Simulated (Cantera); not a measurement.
Feed: 1 mol CH3SiH3, 0.021 mol C3H8, 67 mol H2, held at 1325 °C and 13300 Pa.

Equilibrium computed with Cantera from the NASA thermochemical tables; the gas is ideal and each condensed phase is pure. Candidate condensed phases: C, C6H6, C7H8, C8H18, Si, SiC; 87 gas species. The feed counts by its element totals alone. Kinetics and transport are ignored.

Base state: H2 1.000, CH4 0.000219, H 0.000146, C2H2 (acetylene) 2.69e-5 (mole fractions); condensed: C(graphite) + SiC(s).

Problem. What changes in the equilibrium state with this change: temperature from 1325 °C to 852 °C?

Solution. 
| species | before | after |
|---|---|---|
| H2 | 1.000 | 0.999 |
| CH4 | 0.000219 | 0.000900 |
| H | 0.000146 | 1.22e-7 |
| C2H2 (acetylene) | 2.69e-5 | 1.26e-9 |
| C(graphite), mol | 0.0438 | 0 |
| SiC(s), mol | 1.000 | 1.00 |
